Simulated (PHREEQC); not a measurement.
0.023 g of hydrous ferric oxide (600 m²/g; 0.2 weak and 0.005 strong sites per Fe, Dzombak-Morel constants, diffuse double layer) in 1 kg of water with 0.001 mol/kgw of an inert sodium salt and 7.4e-05 mmol/kgw Na2HAsO4, at 25 °C; the pH is set by adding NaOH or the inert anion's acid. O2 is buffered at 0.21 atm. CO2 from the air is kept out. Precipitation was switched off in this run.

The series has 17 steps of pH, from 4 to 10.

Model: ion-association model, wateq4f.dat, run in PHREEQC.

Q: Near which pH is half of the As sorbed, and on which side is more sorbed?

A: Near pH 9.5, with more sorbed at lower pH.

Complexes and solids missing from the database can't appear.
